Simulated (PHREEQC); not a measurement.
Synthetic water in mg/kgw, 48 °C, pH 3.5, pe 10.3:

```
constituent  mg/kgw
-----------  ------
Na             44.9
K            0.0572
Ca             37.3
Mg             34.2
Cl             31.6
S(6) as SO4     311
Pb            0.628
```

Valence states are taken as typed.

Model: ion-association model, phreeqc.dat, run in PHREEQC.

Precipitation was switched off in this run.

Order these Pb species by the share of Pb that they hold, largest first: PbCl+, Pb(SO4)2-2, Pb+2, PbSO4.

Pb+2 (61 %), PbSO4 (36 %), PbCl+ (2.4 %), Pb(SO4)2-2 (0.49 %)

The pH is 3.50 and the ionic strength 0.0101 mol/kgw. Away from 25 °C the constants follow the database's enthalpies or fits; those with neither stay at their 25 °C values.
